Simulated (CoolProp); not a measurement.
Properties of ethanol along the isotherm 111.45 °C (Tc = 241.6 °C, pc = 6268 kPa, ω = 0.644).

Computed with CoolProp (reference Helmholtz-energy equation of state, Schroeder 2014).

```json
[
 {"p (kPa)": "4820", "phase": "liquid", "density (kg/m³)": "708.4", "cp (kJ/(kg K))": "3.276", "Prandtl number": "6.31"},
 {"p (kPa)": "9640", "phase": "liquid", "density (kg/m³)": "715.4", "cp (kJ/(kg K))": "3.241", "Prandtl number": "6.42"},
 {"p (kPa)": "14500", "phase": "liquid", "density (kg/m³)": "721.9", "cp (kJ/(kg K))": "?", "Prandtl number": "6.53"},
 {"p (kPa)": "19300", "phase": "liquid", "density (kg/m³)": "727.8", "cp (kJ/(kg K))": "3.187", "Prandtl number": "?"},
 {"p (kPa)": "24100", "phase": "liquid", "density (kg/m³)": "?", "cp (kJ/(kg K))": "3.164", "Prandtl number": "6.72"},
 {"p (kPa)": "28900", "phase": "liquid", "density (kg/m³)": "?", "cp (kJ/(kg K))": "3.145", "Prandtl number": "6.81"},
 {"p (kPa)": "33800", "phase": "liquid", "density (kg/m³)": "743.5", "cp (kJ/(kg K))": "3.126", "Prandtl number": "6.89"},
 {"p (kPa)": "38600", "phase": "liquid", "density (kg/m³)": "748.1", "cp (kJ/(kg K))": "3.110", "Prandtl number": "6.97"},
 {"p (kPa)": "43400", "phase": "liquid", "density (kg/m³)": "752.5", "cp (kJ/(kg K))": "?", "Prandtl number": "7.04"},
 {"p (kPa)": "48200", "phase": "liquid", "density (kg/m³)": "756.7", "cp (kJ/(kg K))": "3.081", "Prandtl number": "7.11"},
 {"p (kPa)": "53000", "phase": "liquid", "density (kg/m³)": "760.7", "cp (kJ/(kg K))": "3.069", "Prandtl number": "7.18"},
 {"p (kPa)": "57900", "phase": "liquid", "density (kg/m³)": "?", "cp (kJ/(kg K))": "3.057", "Prandtl number": "?"},
 {"p (kPa)": "62700", "phase": "liquid", "density (kg/m³)": "768.4", "cp (kJ/(kg K))": "?", "Prandtl number": "7.31"}
]
```

Task: What belongs in the gaps?

Result: 
- 14500, cp (kJ/(kg K)): 3.212
- 19300, Prandtl number: 6.63
- 24100, density (kg/m³): 733.3
- 28900, density (kg/m³): 738.5
- 43400, cp (kJ/(kg K)): 3.095
- 57900, density (kg/m³): 764.7
- 57900, Prandtl number: 7.25
- 62700, cp (kJ/(kg K)): 3.046

Viscosity comes from a separate model (Kiselev 2005). Thermal conductivity comes from a separate model (Assael 2013).
